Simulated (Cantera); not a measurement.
An adiabatic, constant-volume homogeneous reactor starts with 7.96 % CH₄, 0.247 % C₂H₆, 19.3 % O₂, 72.5 % N₂, equivalence ratio 0.87, at 1700 K and 1.01 bar.

Model: GRI-Mech 3.0 (53 species, 325 reactions), integrated in Cantera.

x: mole fraction; the columns are a selection and need not sum to one.

```
t (s)     T (K)  P (bar)   x CH₄    x C₂H₆    x O₂      x NO     x NO₂      x H₂       x HO₂
--------  -----  -------  ------  --------  ------  --------  --------  --------  ----------
1.00e-6    1700     1.01  0.0796   0.00244   0.193    <1e-12    <1e-12   5.66e-7  (withheld)
2.43e-6    1699     1.01  0.0796   0.00240   0.193    <1e-12    <1e-12   2.10e-6  (withheld)
5.89e-6    1698     1.01  0.0796   0.00231   0.193    <1e-12    <1e-12   9.46e-6  (withheld)
1.43e-5    1697     1.01  0.0793   0.00211   0.192  3.70e-12    <1e-12   6.35e-5  (withheld)
3.47e-5    1699     1.01  0.0776   0.00178   0.191  3.56e-11    <1e-12  0.000622  (withheld)
8.43e-5    1902     1.15  0.0481  0.000716   0.163   1.19e-8  1.84e-10    0.0155  (withheld)
0.000205   2923     1.84  <1e-12    <1e-12  0.0389   0.00347   1.22e-6    0.0161     1.33e-5
0.000497   2918     1.83  <1e-12    <1e-12  0.0360    0.0107   3.68e-6    0.0163     1.25e-5
0.00121    2913     1.83  <1e-12    <1e-12  0.0342    0.0155   5.20e-6    0.0164     1.19e-5
0.00293    2912     1.83  <1e-12    <1e-12  0.0340    0.0160   5.37e-6    0.0164     1.18e-5
0.00711    2912     1.83  <1e-12    <1e-12  0.0340    0.0160   5.37e-6    0.0164     1.18e-5
0.0173     2912     1.83  <1e-12    <1e-12  0.0340    0.0160   5.37e-6    0.0164     1.18e-5
0.0419     2912     1.83  <1e-12    <1e-12  0.0340    0.0160   5.37e-6    0.0164     1.18e-5
0.102      2912     1.83  <1e-12    <1e-12  0.0340    0.0160   5.37e-6    0.0164     1.18e-5
0.247      2912     1.83  <1e-12    <1e-12  0.0340    0.0160   5.37e-6    0.0164     1.18e-5
0.600      2912     1.83  <1e-12    <1e-12  0.0340    0.0160   5.37e-6    0.0164     1.18e-5
```

Q: Fill in the missing entries.

A: 
- 1.00e-6, x HO₂: 5.99e-7
- 2.43e-6, x HO₂: 1.76e-6
- 5.89e-6, x HO₂: 5.80e-6
- 1.43e-5, x HO₂: 1.88e-5
- 3.47e-5, x HO₂: 5.45e-5
- 8.43e-5, x HO₂: 0.000477
